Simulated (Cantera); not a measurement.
# SiC + H₂ (sublimation and decomposition of ceramics)

Charge: 1 mol SiC, 0.018 mol H₂, at 100 Torr.

These are equilibrium values from Cantera (NASA tables, ideal gas, pure condensed phases), not measurements of a reactor. Candidate condensed phases: C, C₆H₆, C₇H₈, C₈H₁₈, Si, SiC; 99 gas species. Ions and electrons are included (thermal ionisation). Gases not in the tables: Si₂H₆ and higher silanes. Equilibrium is a limit: real reactors are often held back by kinetics, nucleation or transport.

```
T (K)      x H₂     x Si       x C    x SiC₂   x Si₂C      x C₃      x H      x C₂     x Si₂  n SiC(s)  n C(graphite)
-----  --------  -------  --------  --------  -------  --------  -------  --------  --------  --------  -------------
2000      0.995  7.08e-5  5.78e-11   1.87e-7  1.94e-6  3.36e-12  0.00444  1.12e-12   1.59e-7     1.000              0
2500      0.913   0.0109   9.75e-7   0.00173  0.00156   1.78e-6   0.0658   2.10e-7   8.93e-5     1.000              0
3000    0.00453    0.432  0.000380     0.365    0.151   0.00234   0.0291  0.000238    0.0114         0          0.209
3500   0.000368    0.518    0.0134     0.356   0.0147    0.0476   0.0310   0.00887   0.00271         0              0
4000    3.44e-5    0.595     0.113     0.119  0.00151    0.0893   0.0256    0.0454  0.000922         0              0
4500    4.47e-6    0.539     0.339    0.0137  9.80e-5    0.0273   0.0200    0.0528  0.000262         0              0
5000    1.05e-6    0.495     0.456  0.000756  6.10e-6   0.00183   0.0180    0.0185   9.38e-5         0              0
```
x: gas mole fraction; n: condensed amount in mol.

From 2000 K to 2500 K the condensed part is SiC(s). At 3000 K the condensed part is C(graphite). From 3500 K to 5000 K nothing is condensed. The main Si-bearing gas is Si throughout.
